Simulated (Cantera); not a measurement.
Gas mixture: CO : C2H6 = 0.47 : 0.9 (molar parts), at 0.0200 bar, frozen composition.

Cantera's kinetic-theory transport with the Lennard-Jones parameters of GRI-Mech 3.0, ideal gas; thermal conductivity in the multicomponent form.

D: mixture-averaged diffusion coefficient of that species in the mixture.

```tsv
T (K)	ρ (kg/m³)	cp (J/kg/K)	μ (µPa s)	λ (mW/m/K)	Pr	D (cm²/s) C2H2	D (cm²/s) NH3	D (cm²/s) N2
400	0.0177	___	14.8	34.4	0.774	11.2	14.6	14.0
500	0.0141	___	17.8	47.7	0.779	16.8	22.4	20.7
600	0.0118	___	20.5	61.8	0.782	23.3	31.5	28.3
700	0.0101	2589	23.1	76.2	0.784	30.6	41.9	36.9
800	0.00883	2788	25.5	90.5	0.785	38.6	53.3	46.3
900	0.00785	2962	27.7	105	0.785	47.3	65.9	56.5
```

Q: What belongs in the gaps?

A: 
- 400, cp (J/kg/K): 1801
- 500, cp (J/kg/K): 2088
- 600, cp (J/kg/K): 2355
